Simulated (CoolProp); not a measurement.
Octamethylcyclotetrasiloxane (D4) along the isotherm 250.15 °C: fugacity coefficient from the reference equation and from simpler models built on Tc = 313.4 °C, pc = 1347 kPa, ω = 0.598; each cubic takes its own stable root.

The numbers come from the reference Helmholtz-energy equation of state, Thol 2015 in CoolProp.

| p (kPa) | phase | reference |
|---|---|---|
| 74.8 | gas | 0.9701 |
| 150 | gas | 0.9402 |
| 225 | gas | 0.9104 |
| 299 | gas | 0.8811 |
| 374 | gas | 0.8512 |
| 449 | gas | 0.8212 |
| 524 | liquid | 0.7520 |
| 599 | liquid | 0.6631 |
| 674 | liquid | 0.5940 |

How far does each simpler model (van der Waals, Redlich-Kwong, Soave-Redlich-Kwong, Peng-Robinson) lie from the reference over these 9 states: mean and median of the absolute difference, and the worst?


- van der Waals: mean 10.3 %, median 4.8 %, worst +35.4 % at 250.15 °C and 674 kPa
- Redlich-Kwong: mean 7.5 %, median 2.3 %, worst +29.3 % at 250.15 °C and 674 kPa
- Soave-Redlich-Kwong: mean 1.1 %, median 0.6 %, worst +2.7 % at 250.15 °C and 674 kPa
- Peng-Robinson: mean 0.3 %, median 0.3 %, worst -0.6 % at 250.15 °C and 449 kPa

At some of these states van der Waals, Redlich-Kwong gives the other phase, because its saturation line lies elsewhere.
